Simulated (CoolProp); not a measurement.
Vapour pressure (MPa) of normal hydrogen: the reference equation beside estimates from Tc = 33.1 K, pc = 1.296 MPa, ω = -0.219.

Model: reference Helmholtz-energy equation of state, Leachman 2009, in CoolProp.

```json
[
 {"T (K)": "19.3", "reference": "0.07283", "van der Waals": "0.09453", "Soave-Redlich-Kwong": "0.06757", "Peng-Robinson": "0.07278"},
 {"T (K)": "20.3", "reference": "0.09928", "van der Waals": "0.1267", "Soave-Redlich-Kwong": "0.09453", "Peng-Robinson": "0.1005"},
 {"T (K)": "21.2", "reference": "0.1285", "van der Waals": "0.1613", "Soave-Redlich-Kwong": "0.1246", "Peng-Robinson": "0.1311"},
 {"T (K)": "22.2", "reference": "0.1675", "van der Waals": "0.2067", "Soave-Redlich-Kwong": "[?]", "Peng-Robinson": "0.1721"},
 {"T (K)": "23.1", "reference": "0.2094", "van der Waals": "0.2541", "Soave-Redlich-Kwong": "0.2088", "Peng-Robinson": "0.2159"},
 {"T (K)": "24.1", "reference": "0.2639", "van der Waals": "0.3146", "Soave-Redlich-Kwong": "0.2658", "Peng-Robinson": "[?]"},
 {"T (K)": "25", "reference": "0.3210", "van der Waals": "0.3764", "Soave-Redlich-Kwong": "0.3254", "Peng-Robinson": "0.3322"},
 {"T (K)": "26", "reference": "0.3940", "van der Waals": "[?]", "Soave-Redlich-Kwong": "0.4014", "Peng-Robinson": "0.4077"},
 {"T (K)": "26.9", "reference": "0.4690", "van der Waals": "0.5310", "Soave-Redlich-Kwong": "0.4791", "Peng-Robinson": "[?]"},
 {"T (K)": "27.9", "reference": "0.5635", "van der Waals": "0.6263", "Soave-Redlich-Kwong": "0.5763", "Peng-Robinson": "0.5811"},
 {"T (K)": "28.8", "reference": "0.6593", "van der Waals": "0.7206", "Soave-Redlich-Kwong": "0.6742", "Peng-Robinson": "0.6780"},
 {"T (K)": "29.8", "reference": "0.7787", "van der Waals": "0.8352", "Soave-Redlich-Kwong": "0.7948", "Peng-Robinson": "[?]"},
 {"T (K)": "30.7", "reference": "0.8988", "van der Waals": "0.9473", "Soave-Redlich-Kwong": "0.9146", "Peng-Robinson": "0.9164"},
 {"T (K)": "31.7", "reference": "1.048", "van der Waals": "1.082", "Soave-Redlich-Kwong": "1.061", "Peng-Robinson": "1.061"},
 {"T (K)": "32.6", "reference": "1.197", "van der Waals": "1.213", "Soave-Redlich-Kwong": "1.204", "Peng-Robinson": "1.204"}
]
```

Question: Fill in the missing entries.

Answer: 
- 22.2, Soave-Redlich-Kwong: 0.1652
- 24.1, Peng-Robinson: 0.2729
- 26, van der Waals: 0.4536
- 26.9, Peng-Robinson: 0.4848
- 29.8, Peng-Robinson: 0.7976

Absolute difference from the reference over all 15 rows, mean and median: van der Waals 15.3 and 15.1 %, Soave-Redlich-Kwong 2.2 and 1.9 %, Peng-Robinson 2.3 and 2.7 %.
